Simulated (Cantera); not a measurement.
A perfectly stirred reactor is fed with H₂ : O₂ : N₂ = 0.012 : 1 : 0.5 (molar parts), at 0.0133 bar; it is held at 1073 K, and followed from long to short residence time.

Computed with Cantera and GRI-Mech 3.0 (53 species, 325 reactions). Radical loss at walls, strong at low pressure, is not modelled.

**Question.** What does this change do: 0.043 parts H2O added?

**Answer.** 
```csv
quantity,before,after
x(H₂) at τ = 0.330 s,0.000164,0.000191
x(O₂) at τ = 0.330 s,0.658,0.641
x(HO₂) at τ = 0.330 s,9.69e-7,1.43e-6
x(N₂O) at τ = 0.330 s,4.10e-9,3.38e-9
x(NO₂) at τ = 0.330 s,1.11e-12,<1e-12
x(H₂) at τ = 36.0 ms,0.000690,0.000740
x(O₂) at τ = 36.0 ms,0.657,0.639
x(HO₂) at τ = 36.0 ms,1.63e-6,2.28e-6
x(N₂O) at τ = 36.0 ms,1.43e-9,1.28e-9
x(NO₂) at τ = 36.0 ms,<1e-12,<1e-12
```
